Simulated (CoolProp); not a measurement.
R152A at 168.5 K and 0.234 MPa flows at 0.35 m/s in a round tube of 1 mm bore and 1.5 µm roughness, fully developed (64/Re and Nu = 3.66 if laminar; Colebrook and Gnielinski if turbulent). Each further row changes one setting.

Computed with CoolProp (reference Helmholtz-energy equation of state, Outcalt 1996). It is a modified Benedict-Webb-Rubin equation, recast in Helmholtz form.

```csv
case,Reynolds number,Darcy friction factor,pressure drop (Pa/m),heat-transfer coefficient (W/(m² K)),mass flow (kg/h)
as stated,311,0.205,14700,632,1.16
velocity 0.7 m/s,623,0.103,29400,632,2.31
diameter 2 mm,623,0.103,3670,316,4.62
```

Viscosity comes from a separate model (Bell 2016), an estimate that may be off by 10 % or more. Thermal conductivity comes from a separate model (Krauss 1996).
